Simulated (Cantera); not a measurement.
## Equilibrium for silicon oxide and oxynitride deposition: SiH2Cl2 + H2O + H2

Charge: 1 mol SiH2Cl2, 13 mol H2O, 0.25 mol H2, at 68.3 Torr.

These are equilibrium values from Cantera (NASA tables, ideal gas, pure condensed phases), not measurements of a reactor. Candidate condensed phases: H2O, Si, SiO2; 30 gas species. The tables hold silica as quartz up to 1696 K and as liquid above; real silica turns to tridymite and cristobalite and melts near 1996 K. Gases not in the tables: Si(OH)4. The numbers say what is thermodynamically allowed, not how fast it happens.

```
T (K)  log p H2O  log p H2  log p HCl  log p H  log p Cl  log p OH  log p Cl2  log p SiO  n SiO2(α-quartz)  n SiO2(β-quartz)
-----  ---------  --------  ---------  -------  --------  --------  ---------  ---------  ----------------  ----------------
825        -1.18     -1.87      -1.92   -12.04    -12.08      <-13       <-13       <-13              1.00                 0
925        -1.18     -1.87      -1.92   -10.52    -10.59    -12.76       <-13       <-13                 0              1.00
1025       -1.18     -1.87      -1.92    -9.30     -9.38    -11.18     -12.26       <-13                 0              1.00
1125       -1.18     -1.87      -1.92    -8.29     -8.39     -9.88     -11.41       <-13                 0              1.00
1225       -1.18     -1.87      -1.92    -7.44     -7.56     -8.79     -10.69       <-13                 0              1.00
1325       -1.18     -1.87      -1.92    -6.72     -6.85     -7.87     -10.08     -11.95                 0              1.00
1425       -1.18     -1.87      -1.92    -6.10     -6.24     -7.07      -9.55     -10.45                 0              1.00
1525       -1.18     -1.87      -1.92    -5.56     -5.71     -6.38      -9.10      -9.15                 0              1.00
```
log p: log10 of the partial pressure in bar; n: condensed amount in mol.

At 825 K the condensed part is SiO2(α-quartz). From 925 K to 1525 K the condensed part is SiO2(β-quartz).
